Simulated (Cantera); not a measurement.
Si + SF₆ + N₂ (silicon etching in halogen gases)

Feed: 1 mol Si, 3.5 mol SF₆, 0.98 mol N₂, at 1723.15 K and 0.190 bar.

Equilibrium computed with Cantera from the NASA thermochemical tables; the gas is ideal and each condensed phase is pure. Candidate condensed phases: S, Si, Si₃N₄; 29 gas species. The tables' values for SF₃, SF₅ are old estimates; treat these amounts as uncertain. The numbers say what is thermodynamically allowed, not how fast it happens.

* **x(SF₄)**: 0.381
* **x(F)**: 0.330
* **x(SiF₄)**: 0.122
* **x(N₂)**: 0.120
* **x(SF₆)**: 0.0279
* **x(SF₃)**: 0.0148
* **x(SF₂)**: 0.00318
* **x(SF₅)**: 0.00112
* **x(F₂)**: 0.000489
* **gas amount**: 8.184 mol
* **log10 activity of S(l) (absent)**: -8.42
* **log10 activity of Si(l) (absent)**: -34.99
